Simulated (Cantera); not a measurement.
## Pyrogenic steam for wet oxidation

A perfectly stirred reactor is fed with H2 : O2 : N2 = 1.5 : 1 : 3.2 (molar parts), at 0.230 bar; it is held at 1200 K, and followed from long to short residence time.

Model: the H2/O2 subset of GRI-Mech 3.0, which has no nitrogen chemistry, integrated in Cantera. The temperature is held fixed by assumption; the heat of reaction is taken as removed at once.

```csv
τ (s),x H2,x O2,x OH,x H2O2,x O
2.2,0.000228,0.0505,0.000255,6.05e-7,3.20e-5
0.59,0.000544,0.0506,0.000397,1.03e-6,8.00e-5
0.16,0.00127,0.0509,0.000621,1.61e-6,0.000196
0.044,0.00287,0.0515,0.000971,2.26e-6,0.000467
0.012,0.00633,0.0530,0.00152,2.78e-6,0.00108
0.0032,0.0134,0.0565,0.00236,2.97e-6,0.00245
0.00088,0.0262,0.0637,0.00350,2.80e-6,0.00508
0.00024,0.0477,0.0768,0.00479,2.44e-6,0.00926
```
x: mole fraction; the columns are a selection and need not sum to one.
